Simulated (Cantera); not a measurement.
A freely propagating, adiabatic, planar premixed flame of 35.3 % H2, 13.6 % O2, 51.1 % N2, equivalence ratio 1.3, unburnt at 648 K and 2.70 bar; unity-Lewis-number transport, grid criteria slope 0.08 and curve 0.16, no radiation.

Cantera simulation using the H2/O2 subset of GRI-Mech 3.0, which has no nitrogen chemistry; the numbers are that mechanism's predictions, not measurements. The hydrogen kinetics of GRI-Mech 3.0 are dated; newer H2 mechanisms differ, most at raised pressure. Unity Lewis numbers drop preferential diffusion, which matters most where H2 and H carry the flame. Burning velocities carry a grid error of a few per cent, more on coarse grids.

### Question
Predict: laminar burning velocity; thermal thickness; peak x(H); peak x(O); peak x(OH); peak x(HO2).

### Answer
* **laminar burning velocity**: 666 cm/s
* **thermal thickness**: 0.107 mm
* **peak x(H)**: 0.0708
* **peak x(O)**: 0.00836
* **peak x(OH)**: 0.0158
* **peak x(HO2)**: 0.000429
